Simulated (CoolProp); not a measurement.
Values from CoolProp's reference Helmholtz-energy equation of state, Thol 2016.

**Question.** For hexamethyldisiloxane (MM), give the phase and the density (kg/m³), fugacity coefficient at 1.55 °C and 0.0305 MPa; 1.55 °C and 0.158 MPa; 1.55 °C and 0.819 MPa.

**Answer.** 
- 1.55 °C and 0.0305 MPa: liquid; density 784, fugacity coefficient 0.0490
- 1.55 °C and 0.158 MPa: liquid; density 784, fugacity coefficient 0.00956
- 1.55 °C and 0.819 MPa: liquid; density 785, fugacity coefficient 0.00196
